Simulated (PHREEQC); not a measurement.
A PHREEQC input (ion-association model, phreeqc.dat):

```
SOLUTION 1
  temp 6.7
  units mg/L
  pH 6.98 charge
  pe 8.8
  Na 5.31
  K 3.88
  Ca 3.14
  Mg 0.956
  Cl 6.08
  S(6) 16.1 as SO4
  Alkalinity 4.05 as HCO3
  Br 0.67
END
USE solution 1
EQUILIBRIUM_PHASES 1
  Quartz 0 0.5
  Gypsum 0 0
  CO2(g) -2.5 10
END
```

It stops with these messages:

```
ERROR: pH adustment cannot attain charge balance when alkalinity is fixed.
ERROR: Program terminating due to input errors.
```

The fault: pH asked from the charge balance while alkalinity is fixed. The line should read `pH 6.98` where the input has `pH 6.98 charge`. With the mend the run ends at pH 6.03 and ionic strength 0.000850 mol/kgw.
